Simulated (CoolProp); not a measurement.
Propane at 293.15 K and 0.707 MPa flows at 1.5 m/s in a round tube of 6 mm bore and 0.25 µm roughness, fully developed (64/Re and Nu = 3.66 if laminar; Colebrook and Gnielinski if turbulent). Each further row changes one setting.

Model: reference Helmholtz-energy equation of state, Lemmon 2009, in CoolProp.

```csv
case,Reynolds number,Darcy friction factor,pressure drop (Pa/m),heat-transfer coefficient (W/(m² K)),mass flow (kg/h)
as stated,16500,0.0272,75.4,145,2.25
velocity 3 m/s,33000,0.0231,256,252,4.51
diameter 12 mm,33000,0.0230,31.9,126,9.02
```

Viscosity comes from a separate model (Vogel 1998). Thermal conductivity comes from a separate model (Marsh 2002).
